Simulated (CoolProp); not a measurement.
R13 along the isobar 2.72 MPa: fugacity coefficient from the reference equation and from simpler models built on Tc = 303.0 K, pc = 3.973 MPa, ω = 0.175; each cubic takes its own stable root.

Computed with CoolProp (reference Helmholtz-energy equation of state, Platzer 1990). This equation is an older, rougher fit; its heat capacities, sound speeds and derivatives of the liquid may be far off and weren't checked against measurements.

| T (K) | phase | reference |
|---|---|---|
| 111.7 | liquid | 1.237e-5 |
| 145.6 | liquid | 0.001441 |
| 179.6 | liquid | 0.02035 |
| 213.5 | liquid | 0.1065 |
| 247.4 | liquid | 0.3179 |
| 281.3 | liquid | 0.6616 |
| 315.3 | gas | 0.8016 |
| 349.2 | gas | 0.8609 |

Problem. How far does each simpler model (van der Waals, Redlich-Kwong, Soave-Redlich-Kwong, Peng-Robinson) lie from the reference over these 8 states: mean and median of the absolute difference, and the worst?

Solution. 
- van der Waals: mean 5231.5 %, median 119.5 %, worst +38622.7 % at 111.7 K and 2.72 MPa
- Redlich-Kwong: mean 23.0 %, median 22.2 %, worst +48.9 % at 145.6 K and 2.72 MPa
- Soave-Redlich-Kwong: mean 2.7 %, median 1.8 %, worst +10.8 % at 111.7 K and 2.72 MPa
- Peng-Robinson: mean 5.9 %, median 1.8 %, worst +36.1 % at 111.7 K and 2.72 MPa

At some of these states van der Waals gives the other phase, because its saturation line lies elsewhere.
